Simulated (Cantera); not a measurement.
A perfectly stirred reactor is fed with 16.9 % CH₄, 83.1 % CO₂, at 3.65 atm; it is held at 2123 K, and followed from long to short residence time.

Computed with Cantera and GRI-Mech 3.0 (53 species, 325 reactions).

x: mole fraction; the columns are a selection and need not sum to one.

```
τ (s)       x CH₄  x CO₂      x O    x CH₂   x CH₂CO    x HCO     x HO₂
-------  --------  -----  -------  -------  --------  -------  --------
3.3       4.53e-6  0.299        ?  4.44e-9   1.43e-8  2.01e-7   1.14e-9
0.94      1.73e-5  0.299        ?  1.57e-8   5.17e-8  1.93e-7   1.04e-9
0.27      7.07e-5  0.299        ?  5.56e-8   1.92e-7  1.81e-7  8.72e-10
0.078    0.000272  0.300  6.65e-7  1.92e-7   7.30e-7  1.81e-7  7.65e-10
0.023    0.000904  0.302  6.19e-7  6.29e-7   2.86e-6  2.10e-7  7.29e-10
0.0065    0.00269  0.313        ?  1.97e-6   1.25e-5  3.09e-7  7.26e-10
0.0019    0.00646  0.349        ?  5.11e-6   4.58e-5  5.47e-7  7.70e-10
0.00054    0.0144  0.433        ?  1.02e-5  0.000106  1.04e-6  8.69e-10
```

Task: Fill in the missing entries.

Result: 
- 3.3, x O: 9.89e-7
- 0.94, x O: 9.04e-7
- 0.27, x O: 7.63e-7
- 0.0065, x O: 5.43e-7
- 0.0019, x O: 3.65e-7
- 0.00054, x O: 2.08e-7
